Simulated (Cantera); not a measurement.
An isothermal, constant-pressure homogeneous reactor starts with H2 : O2 = 0.0056 : 1 (molar parts), equivalence ratio 0.0028, at 1073 K and 2000 Pa.

Detailed kinetics in Cantera: GRI-Mech 3.0 (53 species, 325 reactions). Radical loss at walls, strong at low pressure, is not modelled.

x: mole fraction; the columns are a selection and need not sum to one.

| t (s) | x H2 | x O2 | x H | x O | x OH | x HO2 |
|---|---|---|---|---|---|---|
| 6.00e-6 | 0.00557 | 0.994 | 2.94e-12 | <1e-12 | <1e-12 | 3.11e-12 |
| 1.97e-5 | 0.00557 | 0.994 | 8.54e-12 | 1.65e-12 | 1.63e-12 | 1.02e-11 |
| 6.45e-5 | 0.00557 | 0.994 | 2.00e-11 | 1.40e-11 | 1.36e-11 | 3.35e-11 |
| 0.000212 | 0.00557 | 0.994 | 3.44e-11 | 8.84e-11 | 8.01e-11 | 1.10e-10 |
| 0.000694 | 0.00557 | 0.994 | 7.50e-11 | 5.12e-10 | 3.89e-10 | 3.65e-10 |
| 0.00228 | 0.00557 | 0.994 | 5.25e-10 | [?] | 3.73e-9 | 1.25e-9 |
| 0.00747 | 0.00557 | 0.994 | 1.81e-7 | [?] | 1.33e-6 | 3.29e-8 |
| 0.0245 | 6.08e-5 | 0.990 | 0.000194 | [?] | 0.000356 | 1.68e-6 |
| 0.0803 | 7.85e-6 | 0.992 | 5.58e-5 | [?] | 0.000192 | 9.81e-7 |
| 0.263 | 2.11e-6 | 0.994 | 8.01e-6 | [?] | 0.000100 | 5.04e-7 |
| 0.864 | 3.11e-7 | 0.994 | 4.91e-7 | [?] | 3.97e-5 | 1.68e-7 |
| 2.83 | 3.76e-8 | 0.994 | 2.25e-8 | [?] | 1.43e-5 | 3.94e-8 |
| 9.30 | 5.16e-9 | 0.994 | 1.23e-9 | [?] | 5.43e-6 | 7.87e-9 |
| 30.5 | 9.15e-10 | 0.994 | 9.67e-11 | [?] | 2.33e-6 | 1.78e-9 |
| 100 | 2.04e-10 | 0.994 | 1.05e-11 | [?] | 1.11e-6 | 6.72e-10 |

Problem. Fill in the missing entries.

Solution. 
- 0.00228, x O: 5.96e-9
- 0.00747, x O: 2.21e-6
- 0.0245, x O: 0.00378
- 0.0803, x O: 0.00204
- 0.263, x O: 0.000560
- 0.864, x O: 8.69e-5
- 2.83, x O: 1.11e-5
- 9.30, x O: 1.59e-6
- 30.5, x O: 2.92e-7
- 100, x O: 6.65e-8
